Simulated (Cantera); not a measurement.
An isothermal, constant-pressure homogeneous reactor starts with C2H6 : N2 = 1 : 6.7 (molar parts), at 1275 K and 0.00257 atm.

Computed with Cantera and GRI-Mech 3.0 (53 species, 325 reactions). GRI-Mech 3.0 stops at C3 and has no aromatics, soot or wall deposition, so with more carbon than oxygen in the feed, carbon stays in small species such as C2H2 where larger ones or solid carbon would form. Radical loss at walls, strong at low pressure, is not modelled.

x: mole fraction; the columns are a selection and need not sum to one.

| t (s) | x C2H6 | x H | x C2H | x C2H2 | x CH3 | x CH2 |
|---|---|---|---|---|---|---|
| 2.00e-5 | 0.130 | 1.45e-10 | <1e-12 | <1e-12 | 1.53e-6 | <1e-12 |
| 4.98e-5 | 0.130 | 3.88e-10 | <1e-12 | <1e-12 | 3.81e-6 | <1e-12 |
| 0.000124 | 0.130 | 1.74e-9 | <1e-12 | <1e-12 | 9.44e-6 | <1e-12 |
| 0.000308 | 0.130 | 1.28e-8 | <1e-12 | <1e-12 | 2.33e-5 | 1.21e-11 |
| 0.000767 | 0.130 | ___ | <1e-12 | <1e-12 | ___ | 1.63e-10 |
| 0.00191 | 0.130 | 6.21e-7 | <1e-12 | 3.83e-11 | 0.000135 | 1.84e-9 |
| 0.00475 | 0.130 | 3.56e-6 | <1e-12 | 5.77e-9 | 0.000302 | 1.52e-8 |
| 0.0118 | 0.128 | ___ | 1.68e-12 | ___ | ___ | ___ |
| 0.0294 | 0.120 | 2.60e-5 | 5.90e-11 | 3.94e-5 | 0.00143 | 2.94e-7 |
| 0.0733 | 0.0938 | 3.91e-5 | 4.50e-10 | 0.000726 | 0.00206 | 5.02e-7 |
| 0.182 | 0.0447 | 5.11e-5 | 1.85e-9 | 0.00543 | 0.00158 | 4.16e-7 |
| 0.454 | 0.00719 | 4.75e-5 | 3.95e-9 | 0.0195 | 0.000571 | 1.33e-7 |
| 1.13 | 0.000643 | 1.86e-5 | 2.27e-9 | 0.0348 | 0.000151 | 1.42e-8 |
| 2.81 | 6.48e-5 | 6.95e-6 | 1.01e-9 | 0.0454 | 5.08e-5 | 1.75e-9 |
| 7.00 | 6.94e-6 | 2.72e-6 | 4.37e-10 | 0.0535 | 1.87e-5 | 2.42e-10 |

Task: Some entries are withheld; supply them.

Result: 
- 0.000767, x H: 9.47e-8
- 0.000767, x CH3: 5.70e-5
- 0.0118, x H: 1.33e-5
- 0.0118, x C2H2: 7.82e-7
- 0.0118, x CH3: 0.000645
- 0.0118, x CH2: 8.39e-8
